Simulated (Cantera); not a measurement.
Abatement and gas-phase synthesis: HI + O2 + N2

Feed: 1 mol HI, 0.025 mol O2, 5.2 mol N2, equilibrated at 130 Pa.

Cantera equilibrium calculation (NASA polynomials, part measured and part estimated; ideal gas, pure solids and liquids). Candidate condensed phases: H2O, I2; 27 gas species. Rates play no part.

```csv
T (°C),log p N2,log p I,log p H,log p O,log p N,log p H2,log p NO
2577,-3.03,-3.75,-3.76,-5.08,-6.81,-5.50,-6.43
2627,-3.03,-3.75,-3.76,-5.07,-6.66,-5.64,-6.47
2677,-3.03,-3.75,-3.75,-5.07,-6.51,-5.77,-6.52
2727,-3.03,-3.75,-3.75,-5.07,-6.37,-5.90,-6.57
2777,-3.03,-3.75,-3.75,-5.06,-6.23,-6.03,-6.61
2827,-3.03,-3.75,-3.75,-5.06,-6.10,-6.15,-6.65
2877,-3.03,-3.75,-3.75,-5.06,-5.97,-6.28,-6.70
2927,-3.03,-3.75,-3.75,-5.06,-5.85,-6.39,-6.74
2977,-3.03,-3.75,-3.75,-5.06,-5.73,-6.51,-6.78
3027,-3.03,-3.75,-3.75,-5.06,-5.61,-6.62,-6.82
3077,-3.03,-3.75,-3.75,-5.06,-5.49,-6.73,-6.86
```
log p: log10 of the partial pressure in bar; nothing condenses.

From 2577 °C to 3077 °C nothing is condensed.
